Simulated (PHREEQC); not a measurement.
Solution (25 °C): 0.0012 mol/kgw AlCl3. Closed to the air; pH follows from the charge balance.

Equilibrium calculation in PHREEQC: ion-association model, phreeqc.dat.

Each row changes one thing in this solution. This is a speciation only: nothing precipitates in the calculation.

| case | pH | ionic strength (mol/kgw) | Al+3 (mol/kgw) | AlOH+2 (mol/kgw) | Al(OH)2+ (mol/kgw) | SI of Gibbsite (Al(OH)3) |
|---|---|---|---|---|---|---|
| as made | 4.05 | 0.00701 | 0.00111 | 8.53e-5 | 5.77e-6 | +0.77 |
| 0.0014 mol/kgw HNO3 added | 2.89 | 0.00859 | 0.00119 | 6.19e-6 | 2.84e-8 | … |
| temperature from 25 to 30 °C | 3.98 | 0.00698 | 0.00109 | 9.77e-5 | 8.52e-6 | +0.82 |
| diluted 100-fold with water | 4.98 | 5.42e-5 | 4.64e-6 | 4.22e-6 | 3.08e-6 | +1.46 |
| AlCl3 from 0.0012 to 0.0006 mol/kgw | 4.17 | … | … | 5.97e-5 | 5.77e-6 | +0.91 |

Fill in the missing entries.


- 0.0014 mol/kgw HNO3 added, SI of Gibbsite (Al(OH)3): -2.70
- AlCl3 from 0.0012 to 0.0006 mol/kgw, ionic strength (mol/kgw): 0.00346
- AlCl3 from 0.0012 to 0.0006 mol/kgw, Al+3 (mol/kgw): 0.000535

Species that the database lacks are ignored. Some of these states are supersaturated (in Gibbsite (slow to form), for instance).
